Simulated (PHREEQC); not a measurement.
A made-up water analysis in mg/L, 64 °C, pH 3, pe 11.1:

```
constituent    mg/L
-----------  ------
Na             95.2
K              7.26
Ca             55.8
Mg           0.0358
Cl             62.9
S(6) as SO4     358
Zn             1.12
Fe(3)          0.19
Br            0.493
Cd            0.106
Mn(2)          4.81
Cu(2)        0.0764
```

Cl is adjusted to close the charge balance.
Valence states are taken as typed.

Model: ion-association model, phreeqc.dat, run in PHREEQC.

This is a speciation only: nothing precipitates in the calculation.

Task: Estimate the ionic strength, specific conductance.

Result: ionic strength 0.0118 mol/kgw; specific conductance 2420 µS/cm.

Task: In which forms is K present?

Result: K+ 98 %, KSO4- 2.2 % of the K.

Saturation is exceeded, for instance for Hematite (slow to form), Goethite (slow to form); the values hold only as long as no solid forms. Constants without temperature data keep their 25 °C values here.
